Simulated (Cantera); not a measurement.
Silicon etching in halogen gases: Si + HCl + H2

A closed system holds: 1 mol Si, 1.9 mol HCl, 0.85 mol H2, at 1548 K and 2.40e-5 bar.

Cantera equilibrium calculation (NASA polynomials, part measured and part estimated; ideal gas, pure solids and liquids). Candidate condensed phases: Si; 19 gas species. The tables' values for SiCl, SiCl3 are old estimates; treat these amounts as uncertain. Kinetics and transport are ignored.

```json
{
 "x(H2)": "0.549",
 "x(SiCl2)": "0.242",
 "x(HCl)": "0.200",
 "x(H)": "0.00466",
 "x(Cl)": "0.00135",
 "x(Si)": "0.00132",
 "x(SiCl)": "0.000859",
 "x(SiCl3)": "0.000590",
 "x(SiH)": "1.27e-5",
 "n(Si(s))": "0.324 mol",
 "gas_amount": "2.762 mol"
}
```
